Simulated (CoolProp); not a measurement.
Methanol along the isobar 34.6 bar: fugacity coefficient from the reference equation and from simpler models built on Tc = 240.2 °C, pc = 82.16 bar, ω = 0.565; each cubic takes its own stable root.

The numbers come from the reference Helmholtz-energy equation of state, de Reuck 1993 in CoolProp.

```json
[
 {"T (°C)": "108.95", "phase": "liquid", "reference": "0.1289"},
 {"T (°C)": "142.95", "phase": "liquid", "reference": "0.3038"},
 {"T (°C)": "176.95", "phase": "liquid", "reference": "0.5993"},
 {"T (°C)": "210.95", "phase": "gas", "reference": "0.8178"},
 {"T (°C)": "244.95", "phase": "gas", "reference": "0.8690"},
 {"T (°C)": "278.85", "phase": "gas", "reference": "0.8997"},
 {"T (°C)": "312.85", "phase": "gas", "reference": "0.9190"},
 {"T (°C)": "346.85", "phase": "gas", "reference": "0.9312"}
]
```

How far does each simpler model (Redlich-Kwong, Soave-Redlich-Kwong) lie from the reference over these 8 states: mean and median of the absolute difference, and the worst?


- Redlich-Kwong: mean 33.4 %, median 1.7 %, worst +146.8 % at 108.95 °C and 34.6 bar
- Soave-Redlich-Kwong: mean 2.8 %, median 0.8 %, worst +7.5 % at 142.95 °C and 34.6 bar

At some of these states Redlich-Kwong gives the other phase, because its saturation line lies elsewhere.
